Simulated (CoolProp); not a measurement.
R115 along the isobar 101 kPa: density (kg/m³) from the reference equation and from simpler models built on Tc = 80.0 °C, pc = 3129 kPa, ω = 0.248; each cubic takes its own stable root.

Model: reference Helmholtz-energy equation of state, Lemmon 2016, in CoolProp.

| T (°C) | phase | reference |
|---|---|---|
| -34.65 | gas | 8.192 |
| -29.25 | gas | 7.985 |
| -23.95 | gas | 7.793 |
| -18.65 | gas | 7.612 |
| -13.25 | gas | 7.437 |
| -7.95 | gas | 7.274 |
| -2.65 | gas | 7.118 |
| 2.75 | gas | 6.967 |
| 8.05 | gas | 6.826 |
| 13.45 | gas | 6.688 |
| 18.75 | gas | 6.558 |
| 24.05 | gas | 6.434 |
| 29.45 | gas | 6.312 |
| 34.75 | gas | 6.197 |
| 40.05 | gas | 6.087 |

**Question.** How far does each simpler model (van der Waals, Redlich-Kwong) lie from the reference over these 15 states: mean and median of the absolute difference, and the worst?

**Answer.** 
- van der Waals: mean 0.8 %, median 0.7 %, worst -1.6 % at -34.65 °C and 101 kPa
- Redlich-Kwong: mean 0.2 %, median 0.1 %, worst -0.6 % at -34.65 °C and 101 kPa
